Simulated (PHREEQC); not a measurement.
A made-up water analysis in mmol/kgw, 35 °C, pH 3.52, pe 10.5:

```csv
constituent,mmol/kgw
Na,2.67
K,0.263
Ca,1.8
Mg,1.48
Cl,1.95
S(6),4.1
Sr,0.00118
```

Cl is adjusted to close the charge balance.
Valence states are taken as typed.

The numbers come from PHREEQC with the ion-association model, phreeqc.dat.

Q: The ionic strength comes out as 0.0140 mol/kgw. What activity coefficients do Mg+2, Ca+2, H+, HSO4-, Cl- get?

A: Mg+2 0.63, Ca+2 0.63, H+ 0.90, HSO4- 0.89, Cl- 0.88.

Precipitation was switched off in this run.
